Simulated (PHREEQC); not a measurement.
Dissolve 0.22 mol/kgw FeCl2 at 41 °C. It is in equilibrium with CO2 at log p = -3.4 (atm). Otherwise closed; pH follows from the charge balance.

Model: ion-association model, wateq4f.dat, run in PHREEQC.

pH: 5.06
ionic strength: 0.612 mol/kgw
activity of water: 0.989

```
species  molality  activity   log γ
-------  --------  --------  ------
Cl-         0.416     0.259  -0.206
Fe+2        0.196    0.0445  -0.643
FeCl+      0.0240    0.0159  -0.179
H+        1.16e-5   8.70e-6  -0.123
CO2       8.03e-6   9.24e-6   0.061
FeOH+     7.52e-6   4.98e-6  -0.179
FeHCO3+   3.23e-6   2.37e-6  -0.134
HCO3-     7.90e-7   5.32e-7  -0.171
OH-       5.70e-9   3.47e-9  -0.215
```

No solid was allowed to form. Constants without temperature data keep their 25 °C values here.
